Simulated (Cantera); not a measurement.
A closed system holds: 1 mol CaCO₃, a varied amount of H₂O, equilibrated at 452 °C and 0.0133 bar.

Cantera equilibrium calculation (NASA polynomials, part measured and part estimated; ideal gas, pure solids and liquids). Candidate condensed phases: C, C₆H₆, C₇H₈, C₈H₁₈, Ca, CaCO₃, CaO, Ca(OH)₂, H₂O; 115 gas species. The numbers say what is thermodynamically allowed, not how fast it happens.

x: gas mole fraction; n: condensed amount in mol.

```
n(H₂O) (mol)  x H₂O    x CO₂      x H₂  n CaCO₃(calcite)  n CaO(s)
------------  -----  -------  --------  ----------------  --------
0.035         0.998  0.00157         ?             1.000         0
0.068         0.998  0.00157         ?             1.000  0.000107
0.13          0.998  0.00157         ?             1.000  0.000204
0.25          0.998  0.00157  5.87e-10             1.000  0.000393
0.49          0.998  0.00157  5.71e-10             0.999  0.000770
0.95          0.998  0.00157  5.71e-10             0.999   0.00149
1.8           0.998  0.00157  5.76e-10             0.997   0.00283
```

**Question.** Fill in the missing entries.

**Answer.** 
- 0.035, x H₂: 5.67e-10
- 0.068, x H₂: 1.73e-9
- 0.13, x H₂: 6.91e-10
